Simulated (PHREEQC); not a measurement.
A column of 0.5 m (40 cells, dispersivity 0.018 m, 300 s a shift, diffusion coefficient 3e-10 m²/s) holds 0.029 eq of the database's cation exchanger X per kg of pore water, first in equilibrium with 0.55 mmol/kgw SrCl2, 1.5 mmol/kgw NaCl and 0.01 mmol/kgw HCl. It is flushed with 7.5 mmol/kgw CdCl2, 8.9 mmol/kgw CaCl2 and 0.01 mmol/kgw HCl, at 25 °C. Values are for the last cell. CO2 from the air is kept out. No solid was allowed to form.

The series has 33 steps of pore volumes, from 0 to 4.013.

Equilibrium calculation in PHREEQC: ion-association model, phreeqc.dat.

Problem. After how many pore volumes does Ca at the outlet first reach half of its feed value?

Solution. By 2.1 pore volumes.

Problem. After how many pore volumes does Cd at the outlet first reach half of its feed value?

Solution. By 1.4 pore volumes.
